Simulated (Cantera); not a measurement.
Feed: 1 mol SiCl₄, 0.12 mol NH₃, 0.19 mol H₂, 11 mol N₂, at 0.0660 bar.

Cantera equilibrium calculation (NASA polynomials, part measured and part estimated; ideal gas, pure solids and liquids). Candidate condensed phases: NH₄Cl, Si, Si₃N₄; 28 gas species. The numbers say what is thermodynamically allowed, not how fast it happens. All values below are at 800 K.

Base state: N₂ 0.878, SiCl₄ 0.0680, HCl 0.0483, H₂ 0.00547 (mole fractions); condensed: Si₃N₄(s).

**Question.** What changes in the equilibrium state with this change: SiCl₄ replaced by SiH₄?

**Answer.** 
| species | before | after |
|---|---|---|
| N₂ | 0.878 | 0.814 |
| H₂ | 0.00547 | 0.186 |
| NH₃ | 7.49e-8 | 1.42e-5 |
| SiCl₄ | 0.0680 | 0 |
| HCl | 0.0483 | 0 |
| Si₃N₄(s), mol | 0.0503 | 0.333 |
